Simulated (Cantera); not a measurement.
A Cantera script and what it prints.

```python
import numpy as np
import cantera as ct

gas_names = """
    H HNO HNO2 HNO3 HO2 H2 H2O H2O2 Hg N NH NH2 NH3 NH2OH NO NO2 NO3 N2 N2H2 N2H4 N2O O OH O2 O3
""".split()
cond_names = """
    H2O(s) H2O(L) Hg(cr) Hg(L) HgO(s)
""".split()


# ... load() reads the species with a 1 bar reference pressure and builds the phases ...
atoms = {
    'HgO': {'Hg': 1, 'O': 1},
    'H2': {'H': 2},
    'N2': {'N': 2},
}
top_T = {}  # K; cautious upper limits of use, not melting points


# ... equilibrate(T, P, feed) seeds the gas with the atoms and calls Mixture.equilibrate('TP', solver="vcs", rtol=1e-11, max_steps=5000) ...
results = []
T = 675  # K
P = 19  # Pa
for m in [0.22, 0.34, 0.52, 0.79, 1.2, 1.8, 2.8, 4.3, 6.5, 9.9]:
    feed = {'HgO': 1, 'H2': m, 'N2': 5.7}  # mol
    mix = equilibrate(T, P, feed)
    results.append((T, P, feed, dict(zip(mix.species_names, mix.species_moles))))
    x = sorted(zip(gas.X, gas.species_names), reverse=True)
    print(f"T = {T:g} K  P = {P:g} Pa  n(H2) = {m:g} mol  gas = {mix.phase_moles(0):.4g} mol")
    print("   x: " + "  ".join(f"{s} {v:.3e}" for v, s in x if v > 0.0001))
    print("   condensed (mol): " + ("  ".join(f"{mix.phase(i).name} {mix.phase_moles(i):.4g}"
          for i in range(1, mix.n_phases) if mix.phase_moles(i) > 1e-12) or "none"))
```

Output:

```
T = 675 K  P = 19 Pa  n(H2) = 0.22 mol  gas = 7.31 mol
   x: N2 7.798e-01  Hg 1.368e-01  O2 5.335e-02  H2O 3.010e-02
   condensed (mol): none
T = 675 K  P = 19 Pa  n(H2) = 0.34 mol  gas = 7.37 mol
   x: N2 7.734e-01  Hg 1.357e-01  H2O 4.613e-02  O2 4.478e-02
   condensed (mol): none
T = 675 K  P = 19 Pa  n(H2) = 0.52 mol  gas = 7.46 mol
   x: N2 7.641e-01  Hg 1.340e-01  H2O 6.971e-02  O2 3.217e-02
   condensed (mol): none
T = 675 K  P = 19 Pa  n(H2) = 0.79 mol  gas = 7.595 mol
   x: N2 7.505e-01  Hg 1.317e-01  H2O 1.040e-01  O2 1.382e-02
   condensed (mol): none
T = 675 K  P = 19 Pa  n(H2) = 1.2 mol  gas = 7.9 mol
   x: N2 7.215e-01  Hg 1.266e-01  H2O 1.266e-01  H2 2.532e-02
   condensed (mol): none
T = 675 K  P = 19 Pa  n(H2) = 1.8 mol  gas = 8.5 mol
   x: N2 6.706e-01  H2O 1.176e-01  Hg 1.176e-01  H2 9.412e-02
   condensed (mol): none
T = 675 K  P = 19 Pa  n(H2) = 2.8 mol  gas = 9.5 mol
   x: N2 6.000e-01  H2 1.895e-01  H2O 1.053e-01  Hg 1.053e-01
   condensed (mol): none
T = 675 K  P = 19 Pa  n(H2) = 4.3 mol  gas = 11 mol
   x: N2 5.182e-01  H2 3.000e-01  H2O 9.091e-02  Hg 9.091e-02
   condensed (mol): none
T = 675 K  P = 19 Pa  n(H2) = 6.5 mol  gas = 13.2 mol
   x: N2 4.318e-01  H2 4.167e-01  H2O 7.576e-02  Hg 7.576e-02
   condensed (mol): none
T = 675 K  P = 19 Pa  n(H2) = 9.9 mol  gas = 16.6 mol
   x: H2 5.361e-01  N2 3.434e-01  Hg 6.024e-02  H2O 6.024e-02
   condensed (mol): none
```

Equilibrium computed with Cantera from the NASA thermochemical tables; the gas is ideal and each condensed phase is pure.
